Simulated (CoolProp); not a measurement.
Octamethyltrisiloxane (MDM) at several states: Z from the reference equation and from simpler models built on Tc = 565.4 K, pc = 14.38 bar, ω = 0.528; each cubic takes its own stable root.

Computed with CoolProp (reference Helmholtz-energy equation of state, Thol 2017).

```csv
T (K),p (bar),phase,reference,van der Waals,Redlich-Kwong,Soave-Redlich-Kwong,Peng-Robinson
433.7,0.376,gas,0.9756,0.9853,0.9810,0.9771,0.9759
544.9,1.5,gas,?,0.9651,0.9594,0.9579,?
542,8.16,gas,0.7036,0.7671,?,0.7140,0.6932
456.9,0.167,gas,0.9912,0.9943,0.9927,0.9915,0.9910
249,1.24,liquid,0.01640,?,?,?,0.01668
```

### Question
Some entries are withheld; supply them.

### Answer

- 544.9, reference: 0.9585
- 544.9, Peng-Robinson: 0.9538
- 542, Redlich-Kwong: 0.7307
- 249, van der Waals: 0.02892
- 249, Redlich-Kwong: 0.01943
- 249, Soave-Redlich-Kwong: 0.01869
